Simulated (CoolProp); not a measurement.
Vapour-liquid equilibrium of cyclohexane (1) + toluene (2) at 1.75 MPa; x and y are mole fractions of (1).

The numbers come from the multi-fluid Helmholtz-energy mixture model, Zhou 2014 and Lemmon 2006; pair parameters Bell 2016 in CoolProp.

| x | bubble temperature, mixture model (K) | bubble temperature, Raoult's law (K) | y, mixture model | y, Raoult's law |
|---|---|---|---|---|
| 0.05 | 523.5 | 524.1 | 0.074 | 0.080 |
| 0.2 | 515.9 | 517.7 | 0.273 | 0.294 |
| 0.35 | 509.4 | 511.8 | 0.441 | 0.475 |
| 0.5 | 503.8 | 506.3 | 0.588 | 0.629 |
| 0.65 | 499.0 | 501.1 | 0.719 | 0.760 |
| 0.8 | 494.9 | 496.3 | 0.841 | 0.873 |
| 0.95 | 491.4 | 491.8 | 0.960 | 0.971 |

The largest gap from Raoult's law is -2.5 K in bubble temperature, at x = 0.5. No azeotrope shows between x = 0.05 and 0.95.

Pair parameters are fitted to limited data, so mixtures are less certain than the pure fluids.
